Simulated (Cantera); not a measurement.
A perfectly stirred reactor is fed with NH3 : N2 : H2 = 1 : 0.63 : 0.0098 (molar parts), at 12.0 Torr; it is held at 2350 K, and followed from long to short residence time.

Computed with Cantera and the gas-phase N/H chemistry of the illustrative SiF4/NH3 mechanism in the Surface Chemkin manual (1991). Walls and surfaces, which speed up NH3 decomposition in real reactors, are not modelled.

Problem. Predict: x(NH3) at τ = 19.0 s; x(N2H2) at τ = 19.0 s; x(NH2) at τ = 19.0 s; x(NH) at τ = 19.0 s; x(NH3) at τ = 0.120 s; x(N2H4) at τ = 0.120 s; x(N2H2) at τ = 0.120 s; x(NH2) at τ = 0.120 s; x(NH) at τ = 0.120 s.

Solution. 
```json
{
 "x(NH3) at τ = 19.0 s": "4.38e-5",
 "x(N2H2) at τ = 19.0 s": "2.53e-9",
 "x(NH2) at τ = 19.0 s": "1.16e-5",
 "x(NH) at τ = 19.0 s": "1.99e-5",
 "x(NH3) at τ = 0.120 s": "0.183",
 "x(N2H4) at τ = 0.120 s": "2.33e-9",
 "x(N2H2) at τ = 0.120 s": "5.46e-6",
 "x(NH2) at τ = 0.120 s": "0.00186",
 "x(NH) at τ = 0.120 s": "0.000104"
}
```
